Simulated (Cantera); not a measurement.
What does this Cantera script print?

```python
import numpy as np
import cantera as ct

gas = ct.Solution("gri30.yaml")
gas.TPX = 1198, 100000, {'H2': 1.4, 'O2': 1, 'N2': 1.9}
reactor = ct.IdealGasConstPressureReactor(gas, energy="off", clone=False)
net = ct.ReactorNet([reactor])
net.rtol, net.atol = 1e-08, 1e-18
show = ['H2', 'O2', 'H', 'H2O', 'OH', 'NO', 'HO2']
times = np.geomspace(7e-06, 3, 11)

steps = ct.SolutionArray(gas, extra=["t"])
rows = []
print(f"{'t/s':>10s}{'T/K':>9s}{'P/Pa':>11s}" + "".join(f"{s:>11s}" for s in show))
for t in times:
    while net.time < t:
        t_next = net.step()
        steps.append(gas.state, t=t_next)
    rows.append([np.interp(t, steps.t, y) for y in (steps.T, steps.P, *steps(*show).X.T)])
    print(f"{t:10.3e}{rows[-1][0]:9.1f}{rows[-1][1]:11.4g}" + "".join(f"{x:11.3e}" for x in rows[-1][2:]))
rate = np.gradient(steps.T, steps.t)
print("integrator steps:", len(steps.t))
if steps.T.max() > steps.T[0] + 200:
    print(f"time of steepest temperature rise: {steps.t[rate.argmax()]:.4e} s")
gas.TPX = 1198, 100000, {'H2': 1.4, 'O2': 1, 'N2': 1.9}
gas.equilibrate("TP")
print(f"equilibrium (TP): T = {gas.T:.1f} K  " + "  ".join(f"{s} {gas[s].X[0]:.3e}" for s in show))
```

Result:

```
       t/s      T/K       P/Pa         H2         O2          H        H2O         OH         NO        HO2
 7.000e-06   1198.0      1e+05  3.256e-01  2.326e-01  2.414e-07  2.936e-07  2.243e-08  3.976e-18  8.062e-08
 2.560e-05   1198.0      1e+05  3.195e-01  2.299e-01  2.927e-03  4.579e-03  3.219e-04  5.655e-10  1.066e-04
 9.365e-05   1198.0      1e+05  6.725e-03  8.592e-02  4.100e-04  3.798e-01  9.211e-04  4.031e-06  1.174e-04
 3.425e-04   1198.0      1e+05  1.600e-03  8.398e-02  1.206e-05  3.869e-01  1.328e-04  3.810e-06  5.027e-05
 1.253e-03   1198.0      1e+05  5.510e-04  8.356e-02  1.129e-06  3.882e-01  3.617e-05  3.255e-06  2.060e-05
 4.583e-03   1198.0      1e+05  1.373e-04  8.338e-02  1.290e-07  3.887e-01  1.605e-05  2.736e-06  5.842e-06
 1.676e-02   1198.0      1e+05  1.017e-05  8.333e-02  5.892e-09  3.889e-01  9.382e-06  2.995e-06  4.986e-07
 6.131e-02   1198.0      1e+05  4.732e-08  8.333e-02  5.605e-11  3.889e-01  6.304e-06  3.900e-06  1.798e-08
 2.242e-01   1198.0      1e+05  1.692e-08  8.333e-02  2.683e-11  3.889e-01  4.886e-06  4.041e-06  1.278e-08
 8.202e-01   1198.0      1e+05  1.654e-08  8.333e-02  2.467e-11  3.889e-01  4.584e-06  4.037e-06  1.292e-08
 3.000e+00   1198.0      1e+05  1.653e-08  8.333e-02  2.461e-11  3.889e-01  4.575e-06  4.037e-06  1.293e-08
integrator steps: 1560
equilibrium (TP): T = 1198.0 K  H2 1.653e-08  O2 8.328e-02  H 2.461e-11  H2O 3.889e-01  OH 4.573e-06  NO 9.980e-05  HO2 1.292e-08
```

Model: GRI-Mech 3.0 (53 species, 325 reactions), integrated in Cantera. The temperature is held fixed by assumption; the heat of reaction is taken as removed at once.
